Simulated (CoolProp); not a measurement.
Computed with CoolProp (reference Helmholtz-energy equation of state, de Reuck 1990).

For fluorine, give the phase and the cp (kJ/(kg K)), isothermal compressibility (1/MPa), fugacity coefficient at 81 K and 0.189 MPa.


- 81 K and 0.189 MPa: liquid; cp 1.50, isothermal compressibility 0.00158, fugacity coefficient 0.323
